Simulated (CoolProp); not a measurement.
Vapour-liquid equilibrium of ethylbenzene (1) + p-xylene (2) at 344.2 K; x and y are mole fractions of (1).

Values from CoolProp's multi-fluid Helmholtz-energy mixture model, Zhou 2012 and Zhou 2012; pair parameters Bell 2016.

```csv
x,"bubble pressure, mixture model (bar)","bubble pressure, Raoult's law (bar)","y, mixture model","y, Raoult's law"
0.05,0.1103,0.1101,0.055,0.054
0.125,0.1112,0.1107,0.136,0.133
0.2,0.1120,0.1114,0.214,0.212
0.275,0.1127,0.1120,0.291,0.290
0.35,0.1134,0.1126,0.367,0.367
0.425,0.1140,0.1132,0.442,0.443
0.5,0.1146,0.1138,0.516,0.518
0.575,0.1151,0.1145,0.590,0.593
0.65,0.1156,0.1151,0.663,0.666
0.725,0.1161,0.1157,0.736,0.739
0.8,0.1166,0.1163,0.809,0.811
0.875,0.1171,0.1169,0.881,0.883
0.95,0.1176,0.1176,0.953,0.953
```

The largest gap from Raoult's law is +0.7 % in bubble pressure, at x = 0.35. No azeotrope shows between x = 0.05 and 0.95.

Pair parameters are fitted to limited data, so mixtures are less certain than the pure fluids.
